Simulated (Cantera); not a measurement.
## Si + H₂O + N₂ (thermal oxidation and active oxidation of silicon)

Feed: 1 mol Si, 0.51 mol H₂O, 920 mol N₂, held at 1950 °C.

These are equilibrium values from Cantera (NASA tables, ideal gas, pure condensed phases), not measurements of a reactor. Candidate condensed phases: H₂O, Si, SiO₂, Si₂N₂O, Si₃N₄; 35 gas species. The tables' values for SiN are old estimates; treat these amounts as uncertain. Rates play no part.

```tsv
P (Pa)	x N₂	x H	x SiO	x Si	x H₂	n Si₃N₄(s)
0.100	0.998	0.00111	0.000552	0.000532	2.98e-8	0
1.50	0.998	0.00111	0.000553	0.000531	4.47e-7	0
22	0.998	0.00109	0.000553	0.000530	6.41e-6	0
320	0.998	0.000962	0.000553	0.000526	7.22e-5	0
4600	0.998	0.000514	0.000553	0.000510	0.000296	0
68000	0.998	0.000168	0.000553	0.000399	0.000468	0
1000000	0.999	4.66e-5	0.000554	1.71e-5	0.000530	0.153
```
x: gas mole fraction; n: condensed amount in mol.

From 0.000750 Torr to 510 Torr nothing is condensed. At 7500 Torr the condensed part is Si₃N₄(s). The main Si-bearing gas is SiO throughout.
